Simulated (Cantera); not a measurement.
A freely propagating, adiabatic, planar premixed flame of H₂ : O₂ : N₂ = 1 : 0.385 : 1.45 (molar parts), unburnt at 425 K and 330 Torr; unity-Lewis-number transport, grid criteria slope 0.08 and curve 0.16, no radiation.

Computed with Cantera and the H2/O2 subset of GRI-Mech 3.0, which has no nitrogen chemistry. Unity Lewis numbers drop preferential diffusion, which matters most where H2 and H carry the flame. Burning velocities carry a grid error of a few per cent, more on coarse grids.

x: mole fraction of selected species; z is measured from the peak of heat release.

| z (mm) | T (K) | u (m/s) | x H₂ | x O₂ | x H | x H₂O | x O | x HO₂ |
|---|---|---|---|---|---|---|---|---|
| -2.82 | 425 | 2.81 | 0.353 | 0.136 | <1e-8 | 1.05e-8 | <1e-8 | <1e-8 |
| -1.88 | 425 | 2.81 | 0.353 | 0.136 | <1e-8 | 5.50e-7 | <1e-8 | 1.58e-8 |
| -1.41 | 425 | 2.81 | 0.353 | 0.136 | <1e-8 | 4.28e-6 | <1e-8 | 1.22e-7 |
| -0.941 | 426 | 2.81 | 0.353 | 0.136 | <1e-8 | 6.26e-5 | 4.88e-8 | 1.76e-6 |
| -0.471 | 459 | 3.03 | 0.349 | 0.134 | 1.35e-5 | 0.00421 | 6.97e-6 | 0.000103 |
| -0.235 | ___ | 4.67 | 0.315 | 0.117 | 0.00456 | 0.0413 | 0.000293 | 0.000117 |
| 0 | ___ | 7.48 | 0.188 | 0.0621 | 0.0536 | 0.153 | 0.00447 | 3.36e-5 |
| 0.235 | ___ | 9.07 | 0.0955 | 0.0209 | 0.0900 | 0.232 | 0.00853 | 9.44e-6 |
| 0.471 | ___ | 9.80 | 0.0842 | 0.0127 | 0.0845 | 0.249 | 0.00862 | 5.09e-6 |
| 0.941 | ___ | 10.6 | 0.0870 | 0.00980 | 0.0687 | 0.257 | 0.00738 | 3.42e-6 |
| 1.88 | 1903 | 11.4 | 0.0900 | 0.00726 | 0.0521 | 0.267 | 0.00557 | 2.24e-6 |
| 3.77 | 2051 | 12.1 | 0.0916 | 0.00484 | 0.0375 | 0.278 | 0.00369 | 1.40e-6 |
| 7.53 | 2179 | 12.7 | 0.0921 | 0.00283 | 0.0256 | 0.288 | 0.00211 | 8.33e-7 |

Task: Complete the blanks.

Result: 
- -0.235, T (K): 721
- 0, T (K): 1186
- 0.235, T (K): 1465
- 0.471, T (K): 1600
- 0.941, T (K): 1747
